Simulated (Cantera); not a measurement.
**Halide evaporation, hydrolysis and transport: MgF2 + O2 + H2**

Feed: 1 mol MgF2, 0.05 mol O2, 0.66 mol H2.

Cantera equilibrium calculation (NASA polynomials, part measured and part estimated; ideal gas, pure solids and liquids). Candidate condensed phases: H2O, Mg, MgF2, MgO, Mg(OH)2; 31 gas species. Mutual solubility and eutectic melting of coexisting phases are not modelled. Equilibrium is a limit: real reactors are often held back by kinetics, nucleation or transport.

### Question
Map the stable condensed phases over T = 450, 500, 550, 600, 650, 700, 750, 800, 850, 900, 950, 1000, 1050, 1100 °C and P in Pa = 0.10, 0.40, 1.6, 6.3, 25, 100, 400, 1600, 6300, 25000, 100000.

### Answer
```
T in °C \ P in Pa
           0.10   0.40    1.6    6.3     25    100    400   1600   6300  25000 100000
   1100       A      A      B      B      B      B      B      B      B      B      B
   1050       A      B      B      B      B      B      B      B      B      B      B
   1000       B      B      B      B      B      B      B      B      B      B      B
    950       B      B      B      B      B      B      B      B      B      B      B
    900       B      B      B      B      B      B      B      B      B      B      B
    850       B      B      B      B      B      B      B      B      B      B      B
    800       B      B      B      B      B      B      B      B      B      B      B
    750       B      B      B      B      B      B      B      B      B      B      B
    700       B      B      B      B      B      B      B      B      B      B      B
    650       B      B      B      B      B      B      B      B      B      B      B
    600       B      B      B      B      B      B      B      B      B      B      B
    550       B      B      B      B      B      B      B      B      B      B      B
    500       B      B      B      B      B      B      B      B      B      B      B
    450       B      B      B      B      B      B      B      B      B      C      C
```
A: MgO; B: MgF2 + MgO; C: MgF2.
